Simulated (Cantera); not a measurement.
A Cantera script and its output.

```python
import numpy as np
import cantera as ct

gas = ct.Solution("gri30.yaml")
gas.TPX = 1123, 72000, {'C2H6': 1, 'N2': 72}
reactor = ct.IdealGasConstPressureReactor(gas, energy="off", clone=False)
net = ct.ReactorNet([reactor])
net.rtol, net.atol = 1e-08, 1e-18
show = ['C2H6', 'CH4', 'CH3', 'C2H2', 'HCN', 'C2H']
times = np.geomspace(0.0002, 7, 15)

steps = ct.SolutionArray(gas, extra=["t"])
rows = []
print(f"{'t/s':>10s}{'T/K':>9s}{'P/Pa':>11s}" + "".join(f"{s:>11s}" for s in show))
for t in times:
    while net.time < t:
        t_next = net.step()
        steps.append(gas.state, t=t_next)
    rows.append([np.interp(t, steps.t, y) for y in (steps.T, steps.P, *steps(*show).X.T)])
    print(f"{t:10.3e}{rows[-1][0]:9.1f}{rows[-1][1]:11.4g}" + "".join(f"{x:11.3e}" for x in rows[-1][2:]))
rate = np.gradient(steps.T, steps.t)
print("integrator steps:", len(steps.t))
if steps.T.max() > steps.T[0] + 200:
    print(f"time of steepest temperature rise: {steps.t[rate.argmax()]:.4e} s")
gas.TPX = 1123, 72000, {'C2H6': 1, 'N2': 72}
gas.equilibrate("TP")
print(f"equilibrium (TP): T = {gas.T:.1f} K  " + "  ".join(f"{s} {gas[s].X[0]:.3e}" for s in show))
```

Output:

```
       t/s      T/K       P/Pa       C2H6        CH4        CH3       C2H2        HCN        C2H
 2.000e-04   1123.0    7.2e+04  1.370e-02  5.346e-08  4.206e-07  5.332e-14  2.110e-18  5.618e-23
 4.223e-04   1123.0    7.2e+04  1.370e-02  2.182e-07  7.767e-07  3.580e-12  2.145e-16  3.237e-20
 8.916e-04   1123.0    7.2e+04  1.369e-02  8.198e-07  1.273e-06  2.173e-10  1.689e-14  1.480e-17
 1.883e-03   1123.0    7.2e+04  1.365e-02  2.823e-06  1.974e-06  8.734e-09  4.966e-13  2.016e-15
 3.975e-03   1123.0    7.2e+04  1.350e-02  9.580e-06  3.000e-06  1.636e-07  3.161e-12  2.095e-14
 8.393e-03   1123.0    7.2e+04  1.312e-02  2.816e-05  3.322e-06  1.477e-06  7.237e-12  7.290e-14
 1.772e-02   1123.0    7.2e+04  1.231e-02  6.937e-05  3.187e-06  8.714e-06  1.079e-11  1.866e-13
 3.742e-02   1123.0    7.2e+04  1.069e-02  1.574e-04  2.887e-06  4.243e-05  1.396e-11  4.461e-13
 7.900e-02   1123.0    7.2e+04  7.781e-03  3.376e-04  2.327e-06  1.819e-04  1.684e-11  1.051e-12
 1.668e-01   1123.0    7.2e+04  3.828e-03  6.375e-04  1.458e-06  6.499e-04  1.910e-11  2.277e-12
 3.522e-01   1123.0    7.2e+04  1.041e-03  9.242e-04  6.429e-07  1.651e-03  2.019e-11  3.248e-12
 7.437e-01   1123.0    7.2e+04  2.183e-04  1.067e-03  2.644e-07  2.836e-03  2.043e-11  2.663e-12
 1.570e+00   1123.0    7.2e+04  6.512e-05  1.133e-03  1.388e-07  3.936e-03  2.047e-11  1.994e-12
 3.315e+00   1123.0    7.2e+04  3.967e-05  1.188e-03  1.083e-07  5.118e-03  2.049e-11  1.962e-12
 7.000e+00   1123.0    7.2e+04  3.343e-05  1.270e-03  1.025e-07  6.469e-03  2.053e-11  2.201e-12
integrator steps: 1016
equilibrium (TP): T = 1123.0 K  C2H6 2.756e-06  CH4 8.789e-03  CH3 7.198e-08  C2H2 1.776e-03  HCN 1.313e-02  C2H 6.367e-14
```

Cantera simulation using GRI-Mech 3.0 (53 species, 325 reactions); the numbers are that mechanism's predictions, not measurements. GRI-Mech 3.0 stops at C3 and has no aromatics, soot or wall deposition, so with more carbon than oxygen in the feed, carbon stays in small species such as C2H2 where larger ones or solid carbon would form.
